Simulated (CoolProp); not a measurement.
Vapour-liquid equilibrium of carbon dioxide (1) + R125 (2) at 0.625 MPa; x and y are mole fractions of (1).

The numbers come from the multi-fluid Helmholtz-energy mixture model, Span 1996 and Lemmon 2005; pair parameters Bell 2016 in CoolProp.

```csv
x,"bubble temperature, mixture model (K)","bubble temperature, Raoult's law (K)","y, mixture model","y, Raoult's law"
0.05,264.2,264.9,0.213,0.222
0.15,253.1,255.3,0.504,0.504
0.25,244.9,247.9,0.670,0.668
0.35,238.9,242.1,0.768,0.773
0.45,234.5,237.4,0.830,0.843
0.55,231.1,233.4,0.873,0.892
0.65,228.4,230.0,0.906,0.928
0.75,226.0,227.0,0.934,0.955
0.85,224.0,224.4,0.960,0.976
0.95,222.0,222.1,0.986,0.993
```

The largest gap from Raoult's law is -3.2 K in bubble temperature, at x = 0.35. No azeotrope shows between x = 0.05 and 0.95.

The pair parameters rest on a limited set of measurements; away from them the model extrapolates.
